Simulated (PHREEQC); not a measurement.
Make-up at 25 °C: 0.27 mol HF, 3.5e-05 mol NaF, 1.2e-06 mol H4SiO4 and 9.4e-05 mol HCl per kg of water. It is in equilibrium with CO2 at log p = 0 (atm). Otherwise closed; pH follows from the charge balance.

The numbers come from PHREEQC with the ion-association model, phreeqc.dat.

This is a speciation only: nothing precipitates in the calculation.

### Question
What pH does the model give?

### Answer
pH 1.75.

### Question
In which forms is F present?

### Answer
HF 89 %, HF2- 7.1 %, F- 3.9 % of the F.

SiF6-2 is the database's only silicon fluoride.
